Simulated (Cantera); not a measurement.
Input: 1 mol HMDSO, 0.38 mol NO, held at 0.00120 bar.

Method: chemical equilibrium by Gibbs-energy minimisation in Cantera with the NASA 1993 tables (ideal gas, pure condensed phases). Candidate condensed phases: C, C₆H₆, C₇H₈, C₈H₁₈, H₂O, Si, SiC, SiO₂, Si₂N₂O, Si₃N₄; 151 gas species. The feed counts by its element totals alone. The numbers say what is thermodynamically allowed, not how fast it happens.

At 1350 K, list the 6 most abundant gas species with their mole fractions, and the condensed phases.

H₂ 0.851, CO 0.130, N₂ 0.0180, SiO 0.000127, H 6.35e-5, HCN 4.03e-5. Condensed: C(graphite) + SiC(s).
